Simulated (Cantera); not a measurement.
Input: 1 mol Si₃N₄, 0.072 mol N₂, at 0.133 bar.

These are equilibrium values from Cantera (NASA tables, ideal gas, pure condensed phases), not measurements of a reactor. Candidate condensed phases: Si, Si₃N₄; 7 gas species. Rates play no part.

Task: What share of the Si ends up in condensed phases as a function of T (K), at 2048, 2148, 2248, 2348, 2448, 2548, 2648, 2748, 2848, 2948?

Result: 
| T (K) | Si condensed (%) | as |
|---|---|---|
| 2048 | 99.9 | Si(l) |
| 2148 | 99.9 | Si(l) |
| 2248 | 99.6 | Si(l) |
| 2348 | 99.1 | Si(l) |
| 2448 | 98.0 | Si(l) |
| 2548 | 95.7 | Si(l) |
| 2648 | 91.0 | Si(l) |
| 2748 | 80.8 | Si(l) |
| 2848 | 56.2 | Si(l) |
| 2948 | 0.0 | - |
